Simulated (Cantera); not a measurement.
An adiabatic, constant-volume homogeneous reactor starts with CH₄ : O₂ : N₂ = 1 : 3.92 : 14.7 (molar parts), at 1475 K and 3.30 bar.

Detailed kinetics in Cantera: GRI-Mech 3.0 (53 species, 325 reactions).

Q: Predict: time of steepest temperature rise; temperature at 4.00 s; equilibrium temperature; x(O₂) at 4.00 s; x(O) at 4.00 s; x(CO₂) at 4.00 s.

A: 
- time of steepest temperature rise: 0.442 ms
- temperature at 4.00 s: 2624 K
- equilibrium temperature: 2624 K
- x(O₂) at 4.00 s: 0.0871 (gas-phase equilibrium 0.0871)
- x(O) at 4.00 s: 0.00316 (gas-phase equilibrium 0.00316)
- x(CO₂) at 4.00 s: 0.0461 (gas-phase equilibrium 0.0461)
